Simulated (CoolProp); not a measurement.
Isopentane along the isotherm 331.1 K: Z from the reference equation and from simpler models built on Tc = 460.3 K, pc = 3.378 MPa, ω = 0.227; each cubic takes its own stable root.

Model: reference Helmholtz-energy equation of state, Lemmon 2006, in CoolProp. It is a short technical equation, of lower accuracy than the large ones.

| p (MPa) | phase | reference |
|---|---|---|
| 0.016 | gas | 0.9952 |
| 0.0329 | gas | 0.9900 |
| 0.0676 | gas | 0.9793 |
| 0.139 | gas | 0.9564 |
| 0.285 | liquid | 0.01288 |
| 0.585 | liquid | 0.02641 |
| 1.2 | liquid | 0.05406 |
| 2.47 | liquid | 0.1108 |
| 5.07 | liquid | 0.2256 |

**Question.** How far does each simpler model (van der Waals, Peng-Robinson) lie from the reference over these 9 states: mean and median of the absolute difference, and the worst?

**Answer.** 
- van der Waals: mean 1179.0 %, median 56.6 %, worst +7219.9 % at 331.1 K and 0.285 MPa
- Peng-Robinson: mean 2.6 %, median 4.3 %, worst -5.1 % at 331.1 K and 5.07 MPa

At some of these states van der Waals gives the other phase, because its saturation line lies elsewhere.
